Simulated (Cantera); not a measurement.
Feed: 1 mol SiC, 0.24 mol CO2, 130 mol H2, equilibrated at 1623.15 K.

These are equilibrium values from Cantera (NASA tables, ideal gas, pure condensed phases), not measurements of a reactor. Candidate condensed phases: C, C6H6, C7H8, C8H18, H2O, Si, SiC, SiO2; 123 gas species. Mutual solubility and eutectic melting of coexisting phases are not modelled. The tables hold silica as quartz up to 1696 K and as liquid above; real silica turns to tridymite and cristobalite and melts near 1996 K. Rates play no part.

Q: Which condensed phases are stable at each of these points (P (Pa)): 0.100, 2.50, 63, 1600, 40000, 1000000?

A: 
```json
[
 {"P (Pa)": "0.100", "condensed phases": "SiC(s)", "Si condensed (%)": "75.0"},
 {"P (Pa)": "2.50", "condensed phases": "SiC(s)", "Si condensed (%)": "84.1"},
 {"P (Pa)": "63", "condensed phases": "SiC(s)", "Si condensed (%)": "87.8"},
 {"P (Pa)": "1600", "condensed phases": "SiC(s)", "Si condensed (%)": "88.0"},
 {"P (Pa)": "40000", "condensed phases": "SiC(s)", "Si condensed (%)": "87.7"},
 {"P (Pa)": "1000000", "condensed phases": "SiC(s) + SiO2(β-quartz)", "Si condensed (%)": "98.6"}
]
```

From 0.100 Pa to 0.400 bar the condensed part is SiC(s). At 10.0 bar the condensed part is SiC(s) + SiO2(β-quartz).
